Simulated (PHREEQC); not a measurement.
A column of 0.2 m (30 cells, dispersivity 0.01 m, 300 s a shift, diffusion coefficient 3e-10 m²/s) holds 0.13 eq of the database's cation exchanger X per kg of pore water, first in equilibrium with 7.7 mmol/kgw KCl, 1.2 mmol/kgw CaCl2 and 0.01 mmol/kgw HCl. It is flushed with 7.1 mmol/kgw KBr, 44 mmol/kgw BaCl2, 0.43 mmol/kgw SrCl2 and 0.01 mmol/kgw HCl, at 40 °C. Values are for the last cell. CO2 from the air is kept out. Nothing may precipitate in this run.

Equilibrium calculation in PHREEQC: ion-association model, phreeqc.dat.

### Question
Predict Ca in solution (mol/kgw), Cl in solution (mol/kgw) at pore volumes = 0, 0.5167, 0.6833, 2.683, 3.35.

### Answer
```json
[
 {"pore volumes": "0", "Ca in solution (mol/kgw)": "0.00120", "Cl in solution (mol/kgw)": "0.0101"},
 {"pore volumes": "0.5167", "Ca in solution (mol/kgw)": "0.00158", "Cl in solution (mol/kgw)": "0.0119"},
 {"pore volumes": "0.6833", "Ca in solution (mol/kgw)": "0.00408", "Cl in solution (mol/kgw)": "0.0213"},
 {"pore volumes": "2.683", "Ca in solution (mol/kgw)": "0.00983", "Cl in solution (mol/kgw)": "0.0888"},
 {"pore volumes": "3.35", "Ca in solution (mol/kgw)": "0.00314", "Cl in solution (mol/kgw)": "0.0889"}
]
```

Complexes and solids missing from the database can't appear. At this temperature some constants are extrapolated from 25 °C, and those without enthalpy data are left unchanged.
